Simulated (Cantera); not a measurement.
Input: 1 mol SiH₄, 0.081 mol C₂H₄, 180 mol H₂, equilibrated at 1873.15 K.

Cantera equilibrium calculation (NASA polynomials, part measured and part estimated; ideal gas, pure solids and liquids). Candidate condensed phases: C, C₆H₆, C₇H₈, C₈H₁₈, Si, SiC; 87 gas species. Mutual solubility and eutectic melting of coexisting phases are not modelled. Gases not in the tables: Si₂H₆ and higher silanes. Kinetics and transport are ignored.

Q: Which condensed phases are stable at each of these points (P (Pa)): 100, 320, 1000, 3200, 10000, 32000, 100000?

A: 
```csv
P (Pa),condensed phases,Si condensed (%)
100,SiC(s),14.9
320,Si(l) + SiC(s),43.1
1000,Si(l) + SiC(s),80.6
3200,Si(l) + SiC(s),93.0
10000,Si(l) + SiC(s),96.9
32000,Si(l) + SiC(s),98.3
100000,Si(l) + SiC(s),98.8
```

At 0.00100 bar the condensed part is SiC(s). From 0.00320 bar to 1.00 bar the condensed part is Si(l) + SiC(s).
